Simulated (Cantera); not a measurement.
Feed: 1 mol Fe(CO)₅, 0.33 mol CO, 0.11 mol N₂, equilibrated at 923.15 K and 0.0900 Torr.

Cantera equilibrium calculation (NASA polynomials, part measured and part estimated; ideal gas, pure solids and liquids). Candidate condensed phases: C, Fe, Fe(CO)₅, FeO, Fe₂O₃, Fe₃O₄; 27 gas species. Condensed phases not in the tables: cementite and carbon dissolved in iron. Rates play no part.

Base state: CO 0.979, N₂ 0.0202, CO₂ 0.000362 (mole fractions); condensed: C(graphite) + Fe(α).

### Question
What changes in the equilibrium state with this change: 0.18 mol O₂ added?

### Answer
```json
[
 {"species": "CO", "before": "0.979", "after": "0.914"},
 {"species": "CO₂", "before": "0.000362", "after": "0.0662"},
 {"species": "N₂", "before": "0.0202", "after": "0.0202"},
 {"species": "C(graphite), mol", "before": "0.00197", "after": "0"},
 {"species": "Fe(α), mol", "before": "1.00", "after": "1.00"}
]
```

### Question
What changes in the equilibrium state with this change: Fe(CO)₅ replaced by PbO?

### Answer
| species | before | after |
|---|---|---|
| CO₂ | 0.000362 | 0.734 |
| N₂ | 0.0202 | 0.245 |
| Pb | 0 | 0.0212 |
| CO | 0.979 | 3.95e-5 |
| PbO | 0 | 0.000158 |
| C(graphite), mol | 0.00197 | 0 |
| Fe(α), mol | 1.00 | 0 |
| Pb(l), mol | 0 | 0.320 |
| PbO(yellow), mol | 0 | 0.670 |
Further candidate phases: Pb, PbO, PbO₂, Pb₃O₄.

### Question
What changes in the equilibrium state with this change: pressure from 0.0900 Torr to 1.00 Torr?

### Answer
```tsv
species	before	after
CO	0.979	0.976
N₂	0.0202	0.0203
CO₂	0.000362	0.00399
C(graphite), mol	0.00197	0.0216
Fe(α), mol	1.00	1.00
```
